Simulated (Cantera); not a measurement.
A closed system holds: 1 mol CuO, 0.49 mol C, 0.11 mol N2, held at 1373 K and 1.90 mbar.

Equilibrium computed with Cantera from the NASA thermochemical tables; the gas is ideal and each condensed phase is pure. Candidate condensed phases: C, Cu, CuO, Cu2O; 27 gas species. Mutual solubility and eutectic melting of coexisting phases are not modelled. Equilibrium is a limit: real reactors are often held back by kinetics, nucleation or transport.

Base state: CO2 0.814, N2 0.183, O2 0.00310, Cu 0.000416, CO 0.000205, NO 3.63e-5 (mole fractions); condensed: Cu(l) + Cu2O(s).

**Question.** What changes in the equilibrium state with this change: pressure from 1.90 mbar to 0.133 bar?

**Answer.** 
```csv
species,before,after
CO2,0.814,0.816
N2,0.183,0.183
CO,0.000205,0.000205
O2,0.00310,4.41e-5
Cu,0.000416,5.93e-6
NO,3.63e-5,4.34e-6
"Cu(l), mol",0.967,0.960
"Cu2O(s), mol",0.0164,0.0201
```
